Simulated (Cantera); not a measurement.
An isothermal, constant-pressure homogeneous reactor starts with 58.8 % NO, 41.2 % N₂, at 1750 K and 1.00 bar.

Computed with Cantera and GRI-Mech 3.0 (53 species, 325 reactions).

Problem. Predict: x(NO) at 10.0 s; x(O) at 10.0 s; x(O₂) at 10.0 s; x(NO₂) at 10.0 s; x(N₂O) at 10.0 s; x(N₂) at 10.0 s.

Solution. 
```
Property                                             Value
----------------  ----------------------------------------
x(NO) at 10.0 s      0.190 (gas-phase equilibrium 0.00391)
x(O) at 10.0 s     3.38e-5 (gas-phase equilibrium 4.07e-5)
x(O₂) at 10.0 s        0.199 (gas-phase equilibrium 0.292)
x(NO₂) at 10.0 s  0.000516 (gas-phase equilibrium 1.29e-5)
x(N₂O) at 10.0 s   1.41e-5 (gas-phase equilibrium 2.14e-7)
x(N₂) at 10.0 s        0.611 (gas-phase equilibrium 0.704)
```
